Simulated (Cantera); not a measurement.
An adiabatic, constant-volume homogeneous reactor starts with CH3OH : O2 : N2 : CO2 = 1 : 4.41 : 14.6 : 0.12 (molar parts), at 1400 K and 3750 Torr.

Computed with Cantera and GRI-Mech 3.0 (53 species, 325 reactions). GRI-Mech 3.0 was tuned for natural gas; its chemistry of methanol as a main component is partial and can be far from experiment.

One state of this run: T (K) = 2396; P (bar) = 8.79; x CH3OH = <1e-12; x O2 = 0.132; x CH2CO = <1e-12; x CO = 0.00102; x C2H = <1e-12; x NO = 0.0143. x: mole fraction; the columns are a selection and need not sum to one.

Question: Which value of t (s) does it belong to?
A. 0.000775
B. 8.43e-5
C. 3.03e-6
D. 0.600

Answer: D, 0.600
